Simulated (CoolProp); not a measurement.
Octamethyltrisiloxane (MDM) at several states: Z from the reference equation and from simpler models built on Tc = 565.4 K, pc = 1438 kPa, ω = 0.528; each cubic takes its own stable root.

Model: reference Helmholtz-energy equation of state, Thol 2017, in CoolProp.

```tsv
T (K)	p (kPa)	phase	reference	van der Waals	Redlich-Kwong	Peng-Robinson
411.3	10.6	gas	0.9918	0.9954	0.9939	0.9921
322.3	716	liquid	0.07980	0.1377	0.09364	0.07866
565.8	199	gas	0.9522	0.9575	0.9515	0.9462
527.1	162	gas	0.9486	0.9590	0.9515	0.9437
407.9	4710	liquid	0.4610	0.7378	0.5259	0.4423
463.7	389	liquid	0.03819	0.8516	0.8102	0.03734
```

At some of these states van der Waals, Redlich-Kwong gives the other phase, because its saturation line lies elsewhere.
